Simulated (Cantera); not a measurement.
Input: 1 mol CO, a varied amount of NH₃, 3.6 mol CO₂, equilibrated at 1573 K and 1 atm.

Cantera equilibrium calculation (NASA polynomials, part measured and part estimated; ideal gas, pure solids and liquids). Candidate condensed phases: C, C₆H₆, C₇H₈, C₈H₁₈, H₂O; 136 gas species. The numbers say what is thermodynamically allowed, not how fast it happens.

x: gas mole fraction; nothing condenses.

```tsv
n(NH₃) (mol)	x CO₂	x CO	x H₂O	x N₂	x H₂	x H	x OH
0.021	0.769	0.222	0.00617	0.00226	0.000614	1.00e-6	3.63e-7
0.053	0.750	0.228	…	…	…	…	…
0.086	0.730	0.234	0.0243	0.00901	0.00270	2.10e-6	6.84e-7
0.12	0.710	0.240	0.0333	0.0124	0.00389	2.52e-6	7.79e-7
0.15	0.694	0.245	…	…	…	…	8.44e-7
0.18	0.678	0.250	0.0483	0.0181	0.00616	3.17e-6	8.97e-7
0.22	0.657	0.256	0.0577	0.0218	0.00778	3.56e-6	9.54e-7
```

Question: Complete the blanks.

Answer: 
- 0.15, x H₂O: 0.0409
- 0.15, x N₂: 0.0153
- 0.15, x H₂: 0.00500
- 0.15, x H: 2.85e-6
- 0.053, x H₂O: 0.0153
- 0.053, x N₂: 0.00563
- 0.053, x H₂: 0.00161
- 0.053, x H: 1.62e-6
- 0.053, x OH: 5.56e-7
